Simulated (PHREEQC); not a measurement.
Solution (20 °C): 0.08 mol ZnCl2 and 0.0017 mol NaCl per kg of water. Closed to the air; pH follows from the charge balance.

All values are PHREEQC results (ion-association model, phreeqc.dat), not measurements.

```csv
quantity,before,after
pH,5.07,5.63
ionic strength (mol/kgw),0.226,0.232
Cl- (mol/kgw),0.153,0.157
SI of Halite (NaCl),-5.43,-5.42
```

**Question.** What was changed between the two runs?
(A) ZnCl2 left out
(B) temperature from 20 to 75 °C
(C) diluted 10-fold with water
(D) ZnCl2 from 0.08 to 0.4 mol/kgw
(E) ZnCl2 replaced by FeCl2 at the same molality

**Answer.** E, ZnCl2 replaced by FeCl2 at the same molality

This is a speciation only: nothing precipitates in the calculation.
